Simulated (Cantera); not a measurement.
# Sublimation and decomposition of ceramics: Si3N4 + H2

Input: 1 mol Si3N4, 0.013 mol H2.

Method: chemical equilibrium by Gibbs-energy minimisation in Cantera with the NASA 1993 tables (ideal gas, pure condensed phases). Candidate condensed phases: Si, Si3N4; 18 gas species. Mutual solubility and eutectic melting of coexisting phases are not modelled. Equilibrium is a limit: real reactors are often held back by kinetics, nucleation or transport.

Q: Map the stable condensed phases over T = 1625, 1675, 1725, 1775, 1825, 1875, 1925, 1975, 2025, 2075, 2125, 2175, 2225, 2275 K and P in Pa = 1, 7.2, 52, 370, 2700, 19000, 140000, 1000000.

A: 
```
T in K \ P in Pa
               1     7.2      52     370    2700   19000  140000 1000000
   2275        A       A       A       B       B       B       B       C
   2225        A       A       A       B       B       B       B       C
   2175        A       A       B       B       B       B       C       C
   2125        A       A       B       B       B       B       C       C
   2075        A       A       B       B       B       B       C       C
   2025        A       A       B       B       B       B       C       C
   1975        A       B       B       B       B       C       C       D
   1925        A       B       B       B       B       C       C       D
   1875        A       B       B       B       B       C       C       D
   1825        B       B       B       B       C       C       D       D
   1775        B       B       B       B       C       C       D       D
   1725        B       B       B       C       C       D       D       D
   1675        B       B       B       C       C       D       D       D
   1625        B       B       C       C       C       D       D       D
```
A: gas only; B: Si; C: Si + Si3N4; D: Si3N4.
